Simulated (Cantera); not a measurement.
Charge: 1 mol CF4, 0.41 mol F2, 0.02 mol Si, equilibrated at 29.3 Torr.

These are equilibrium values from Cantera (NASA tables, ideal gas, pure condensed phases), not measurements of a reactor. Candidate condensed phases: C, Si, SiC; 23 gas species. Gases not in the tables: C2F6 and larger saturated fluorocarbons. Kinetics and transport are ignored. All values below are at 1400 °C.

Base state: CF4 0.568, F 0.420, SiF4 0.0114, F2 0.000231 (mole fractions); condensed: gas only.

Question: What changes in the equilibrium state with this change: Si from 0.02 to 0.076 mol?

Answer: 
```csv
species,before,after
CF4,0.568,0.628
F,0.420,0.324
SiF4,0.0114,0.0477
F2,0.000231,0.000137
```
